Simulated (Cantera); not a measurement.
Cantera run:

```python
import numpy as np
import cantera as ct

gas_names = """
    CL CL2 H HCL H2 Si SiCL SiCL2 SiCL3 SiCL4 SiH SiHCL3 SiH2 SiH2CL2 SiH3 SiH3CL SiH4 Si2 Si3
""".split()
cond_names = """
    Si(cr) Si(L)
""".split()


# ... load() reads the species with a 1 bar reference pressure and builds the phases ...
atoms = {
    'Si': {'Si': 1},
    'Cl2': {'CL': 2},
    'H2': {'H': 2},
}
top_T = {}  # K; cautious upper limits of use, not melting points


# ... equilibrate(T, P, feed) seeds the gas with the atoms and calls Mixture.equilibrate('TP', solver="vcs", rtol=1e-11, max_steps=5000) ...
results = []
T = 875  # K
P = 133.322  # Pa
for m in [0.73, 0.87, 1, 1.2, 1.5, 1.7, 2.1, 2.4, 2.9, 3.4, 4.1, 4.8]:
    feed = {'Si': 1, 'Cl2': m, 'H2': 0.32}  # mol
    mix = equilibrate(T, P, feed)
    results.append((T, P, feed, dict(zip(mix.species_names, mix.species_moles))))

top = {s: max(r[3][s] / sum(r[3][g] for g in gas_names) for r in results) for s in gas_names}
cols = sorted((s for s in top if top[s] > 1e-05), key=lambda s: -top[s])[:5]
seen = [c for c in cond_names if any(r[3].get(c, 0) > 1e-12 for r in results)]
print("log10 of partial pressures in bar; condensed amounts in mol")
print(f"{'n(Cl2)':>10s}" + "".join(f"{s[:9]:>10s}" for s in cols + seen))
for T, P, feed, n in results:
    ng = sum(n[g] for g in gas_names)
    print(f"{feed['Cl2']:10.4g}" + "".join(f"{np.log10(max(n[s] / ng * P / 1e5, 1e-99)):10.3f}" for s in cols)
          + "".join(f"{n.get(c, 0):10.4g}" for c in seen))
```

Output:

```
log10 of partial pressures in bar; condensed amounts in mol
    n(Cl2)     SiCL4       CL2        H2       HCL    SiHCL3    Si(cr)
      0.73    -3.171   -17.911    -3.227    -4.601    -4.456    0.6328
      0.87    -3.135   -17.893    -3.271    -4.615    -4.452    0.5624
         1    -3.110   -17.880    -3.309    -4.627    -4.451     0.497
       1.2    -3.079   -17.865    -3.361    -4.645    -4.455    0.3965
       1.5    -3.046   -17.848    -3.430    -4.672    -4.464    0.2457
       1.7    -3.029   -17.840    -3.471    -4.688    -4.473    0.1453
       2.1    -3.029   -15.686    -3.690    -3.720    -5.658         0
       2.4    -3.111    -4.209   -14.335    -3.305   -16.802         0
       2.9    -3.222    -3.459   -15.307    -3.415   -17.774         0
       3.4    -3.310    -3.277   -15.666    -3.504   -18.132         0
       4.1    -3.409    -3.159   -15.982    -3.603   -18.448         0
       4.8    -3.490    -3.096   -16.207    -3.684   -18.673         0
```

These are equilibrium values from Cantera (NASA tables, ideal gas, pure condensed phases), not measurements of a reactor. The tables' values for SiCl3 are old estimates; treat these amounts as uncertain.
